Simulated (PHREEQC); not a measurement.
A PHREEQC input (ion-association model, phreeqc.dat):

```
SOLUTION 1
  temp 80
  units mg/L
  pH 7.56
  pe 0.3
  Na 85.6
  K 14
  Ca 208
  Mg 14.2
  Cl 215
  S(6) 5.04 as SO4
  Alkalinity 604 as HCO3
  Ba 2.75
END
USE solution 1
EQUILIBRIUM_PHASES 1
  Gyppsum 0 0
  CO2(g) -2.5 10
END
```

It stops with these messages:

```
ERROR: Phase not found in database, Gyppsum.
ERROR: Calculations terminating due to input errors.
```

The fault: the phase Gypsum misspelt. The line should read `Gypsum` where the input has `Gyppsum`. With the mend the run ends at pH 8.43 and ionic strength 0.0162 mol/kgw.
